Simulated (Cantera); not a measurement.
Low-pressure radical oxidation in H2/O2

A perfectly stirred reactor is fed with 23.7 % H2, 64.1 % O2, 12.2 % N2, equivalence ratio 0.18, at 10.00 Torr; it is held at 1275 K, and followed from long to short residence time.

Detailed kinetics in Cantera: GRI-Mech 3.0 (53 species, 325 reactions). Radical loss at walls, strong at low pressure, is not modelled. The temperature is held fixed by assumption; the heat of reaction is taken as removed at once.

| τ (s) | x H2 | x O2 | x NO2 | x OH | x O | x H2O2 | x H2O |
|---|---|---|---|---|---|---|---|
| 0.41 | 0.00176 | 0.586 | 1.71e-11 | 0.00452 | 0.00648 | 3.13e-7 | 0.262 |
| 0.23 | 0.00253 | 0.583 | 1.72e-11 | 0.00544 | 0.00938 | 3.47e-7 | 0.259 |
| 0.13 | 0.00358 | 0.579 | 1.71e-11 | 0.00649 | 0.0134 | 3.76e-7 | 0.255 |
| 0.072 | 0.00507 | 0.573 | 1.67e-11 | 0.00771 | 0.0192 | 3.94e-7 | 0.249 |
| 0.040 | 0.00700 | 0.566 | 1.58e-11 | 0.00903 | 0.0267 | 3.99e-7 | 0.240 |
| 0.022 | 0.00941 | 0.556 | 1.40e-11 | 0.0104 | 0.0362 | 3.89e-7 | 0.227 |
| 0.012 | 0.0122 | 0.545 | 1.13e-11 | 0.0116 | 0.0466 | 3.68e-7 | 0.212 |
| 0.0070 | 0.0149 | 0.536 | 8.36e-12 | 0.0125 | 0.0549 | 3.49e-7 | 0.199 |
x: mole fraction; the columns are a selection and need not sum to one.
